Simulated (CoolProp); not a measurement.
Vapour-liquid equilibrium of CH2F2 (R32) (1) + R142b (2) at 211.9 K; x and y are mole fractions of (1).

Computed with CoolProp (multi-fluid Helmholtz-energy mixture model, Tillner-Roth 1997 and Lemmon 2006; pair parameters Bell 2016).

Give the bubble pressure and the first vapour's composition at x = 0.35, 0.55, 0.65. Is there an azeotrope?

x = 0.35: 0.03293 MPa, y = 0.864; x = 0.55: 0.04321 MPa, y = 0.919; x = 0.65: 0.04720 MPa, y = 0.937. No azeotrope shows between x = 0.05 and 0.95.

The pair parameters rest on a limited set of measurements; away from them the model extrapolates.
